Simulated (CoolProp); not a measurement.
R142b at 277.89 K and 0.117 MPa is throttled through a valve to 0.0132 MPa with no heat exchange. Each further row changes one setting.

Computed with CoolProp (reference Helmholtz-energy equation of state, Lemmon 2006). It is a short technical equation, of lower accuracy than the large ones.

| case | temperature change (K) | final density (kg/m³) |
|---|---|---|
| as stated | -3.7 | 0.584 |
| outlet pressure 0.00396 MPa | -4.0 | 0.175 |
| outlet pressure 0.0172 MPa | -3.6 | 0.762 |
